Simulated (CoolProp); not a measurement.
The numbers come from the reference Helmholtz-energy equation of state, de Reuck 1993 in CoolProp.

Give the vapour pressure (bar), vapour density (kg/m³), liquid cp (kJ/(kg K)), surface tension (mN/m) of saturated methanol at 350, 432 K.


```tsv
T (K)	p (bar)	vapour density (kg/m³)	liquid cp (kJ/(kg K))	surface tension (mN/m)
350	1.62	1.91	2.94	17.7
432	17.1	20.0	4.00	9.43
```

Surface tension comes from a separate correlation (Mulero 2012).
